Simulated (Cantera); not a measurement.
An isothermal, constant-pressure homogeneous reactor starts with 0.134 % H2, 99.9 % O2, equivalence ratio 0.00067, at 1273 K and 14.3 Torr.

Computed with Cantera and GRI-Mech 3.0 (53 species, 325 reactions). Radical loss at walls, strong at low pressure, is not modelled.

x: mole fraction; the columns are a selection and need not sum to one.

| t (s) | x H2 | x O2 | x H2O2 | x H | x O | x HO2 |
|---|---|---|---|---|---|---|
| 0.000100 | 0.00134 | 0.999 | <1e-12 | 1.43e-10 | 5.13e-10 | 6.44e-10 |
| 0.000340 | 0.00134 | 0.999 | <1e-12 | 1.74e-10 | 2.23e-9 | 2.19e-9 |
| 0.00115 | 0.00134 | 0.999 | 1.10e-12 | 3.02e-10 | 1.02e-8 | 7.42e-9 |
| 0.00391 | 0.00134 | 0.999 | 1.03e-11 | (withheld) | 8.37e-8 | 2.52e-8 |
| 0.0133 | 0.00133 | 0.999 | 8.54e-11 | (withheld) | 9.60e-6 | 9.98e-8 |
| 0.0451 | 3.30e-6 | 0.997 | 2.96e-9 | (withheld) | 0.00120 | 1.45e-7 |
| 0.153 | 7.00e-7 | 0.998 | 2.41e-9 | (withheld) | 0.00108 | 1.27e-7 |
| 0.520 | 5.00e-7 | 0.998 | 2.12e-9 | (withheld) | 0.000767 | 1.05e-7 |
| 1.77 | 2.15e-7 | 0.998 | 1.40e-9 | (withheld) | 0.000326 | 6.49e-8 |
| 6.00 | 4.71e-8 | 0.999 | 4.92e-10 | (withheld) | 7.06e-5 | 2.52e-8 |

Problem. Complete the blanks.

Solution. 
- 0.00391, x H: 1.39e-9
- 0.0133, x H: 1.41e-7
- 0.0451, x H: 7.57e-6
- 0.153, x H: 5.90e-6
- 0.520, x H: 3.54e-6
- 1.77, x H: 9.87e-7
- 6.00, x H: 1.01e-7
